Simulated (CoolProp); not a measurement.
Saturation properties of nitrous oxide (Tc = 309.5 K, pc = 72.45 bar, ω = 0.161).

The numbers come from the reference Helmholtz-energy equation of state, Lemmon 2006 in CoolProp. It is a short technical equation, of lower accuracy than the large ones.

```tsv
T (K)	p (bar)	enthalpy of vaporisation (kJ/kg)	liquid cp (kJ/(kg K))	vapour Z
231.9	8.979	313.0	1.838	0.8786
235.4	10.16	307.5	1.856	0.8679
239	11.49	301.6	1.877	0.8562
242.6	12.94	295.6	1.900	0.8440
246.2	14.52	289.3	1.926	0.8310
249.8	16.24	282.8	1.955	0.8175
253.3	18.05	276.2	1.986	0.8036
256.9	20.06	269.2	2.023	0.7886
260.5	22.23	261.8	2.065	0.7729
264.1	24.57	254.0	2.113	0.7563
267.6	27.00	246.1	2.167	0.7393
271.2	29.69	237.5	2.232	0.7208
274.8	32.56	228.4	2.310	0.7013
278.4	35.64	218.8	2.405	0.6805
```

It boils at 184.7 K under 1 atm.
